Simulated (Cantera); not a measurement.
Input (Python, Cantera):

```python
import numpy as np
import cantera as ct

gas = ct.Solution("gri30.yaml")
gas.TPX = 1725, 1300000, {'CH4': 1, 'O2': 2.04, 'N2': 7.67, 'H2O': 0.16}
reactor = ct.IdealGasConstPressureReactor(gas, energy="on", clone=False)
net = ct.ReactorNet([reactor])
net.rtol, net.atol = 1e-08, 1e-16
show = ['CH4', 'O2', 'CO', 'HO2', 'CO2', 'C2H4', 'O']
times = np.geomspace(3e-06, 1, 15)

steps = ct.SolutionArray(gas, extra=["t"])
rows = []
print(f"{'t/s':>10s}{'T/K':>9s}{'P/Pa':>11s}" + "".join(f"{s:>11s}" for s in show))
for t in times:
    while net.time < t:
        t_next = net.step()
        steps.append(gas.state, t=t_next)
    rows.append([np.interp(t, steps.t, y) for y in (steps.T, steps.P, *steps(*show).X.T)])
    print(f"{t:10.3e}{rows[-1][0]:9.1f}{rows[-1][1]:11.4g}" + "".join(f"{x:11.3e}" for x in rows[-1][2:]))
rate = np.gradient(steps.T, steps.t)
print("integrator steps:", len(steps.t))
if steps.T.max() > steps.T[0] + 200:
    print(f"time of steepest temperature rise: {steps.t[rate.argmax()]:.4e} s")
gas.TPX = 1725, 1300000, {'CH4': 1, 'O2': 2.04, 'N2': 7.67, 'H2O': 0.16}
gas.equilibrate("HP")
print(f"equilibrium (HP): T = {gas.T:.1f} K  " + "  ".join(f"{s} {gas[s].X[0]:.3e}" for s in show))
```

Result:

```
       t/s      T/K       P/Pa        CH4         O2         CO        HO2        CO2       C2H4          O
 3.000e-06   1724.7    1.3e+06  9.173e-02  1.876e-01  2.160e-06  1.751e-05  1.640e-07  1.603e-06  5.168e-07
 7.441e-06   1727.3    1.3e+06  9.046e-02  1.869e-01  7.617e-05  3.757e-05  3.813e-06  4.229e-05  1.597e-06
 1.845e-05   1795.6    1.3e+06  7.475e-02  1.752e-01  4.766e-03  2.500e-04  1.911e-04  1.462e-03  1.395e-05
 4.577e-05   3002.4    1.3e+06  5.775e-14  2.068e-02  3.492e-02  1.819e-05  5.376e-02  3.149e-21  4.581e-03
 1.135e-04   2992.5    1.3e+06  6.359e-14  1.856e-02  3.530e-02  1.649e-05  5.340e-02  3.546e-21  4.194e-03
 2.816e-04   2986.3    1.3e+06  6.752e-14  1.733e-02  3.555e-02  1.549e-05  5.316e-02  3.817e-21  3.967e-03
 6.983e-04   2985.8    1.3e+06  6.789e-14  1.722e-02  3.557e-02  1.540e-05  5.313e-02  3.843e-21  3.947e-03
 1.732e-03   2985.8    1.3e+06  6.789e-14  1.722e-02  3.557e-02  1.540e-05  5.313e-02  3.843e-21  3.946e-03
 4.296e-03   2985.8    1.3e+06  6.789e-14  1.722e-02  3.557e-02  1.540e-05  5.313e-02  3.843e-21  3.946e-03
 1.065e-02   2985.8    1.3e+06  6.789e-14  1.722e-02  3.557e-02  1.540e-05  5.313e-02  3.843e-21  3.946e-03
 2.643e-02   2985.8    1.3e+06  6.789e-14  1.722e-02  3.557e-02  1.540e-05  5.313e-02  3.843e-21  3.946e-03
 6.554e-02   2985.8    1.3e+06  6.789e-14  1.722e-02  3.557e-02  1.540e-05  5.313e-02  3.843e-21  3.946e-03
 1.626e-01   2985.8    1.3e+06  6.789e-14  1.722e-02  3.557e-02  1.540e-05  5.313e-02  3.843e-21  3.946e-03
 4.032e-01   2985.8    1.3e+06  6.789e-14  1.722e-02  3.557e-02  1.540e-05  5.313e-02  3.843e-21  3.946e-03
 1.000e+00   2985.8    1.3e+06  6.789e-14  1.722e-02  3.557e-02  1.540e-05  5.313e-02  3.843e-21  3.946e-03
integrator steps: 1781
time of steepest temperature rise: 2.3109e-05 s
equilibrium (HP): T = 2985.8 K  CH4 8.585e-14  O2 1.722e-02  CO 3.557e-02  HO2 1.540e-05  CO2 5.313e-02  C2H4 4.183e-21  O 3.946e-03
```

Detailed kinetics in Cantera: GRI-Mech 3.0 (53 species, 325 reactions). The pressure lies above the range GRI-Mech 3.0 was tuned for (to about 10 atm). Above 3000 K some thermodynamic fits are extrapolated.
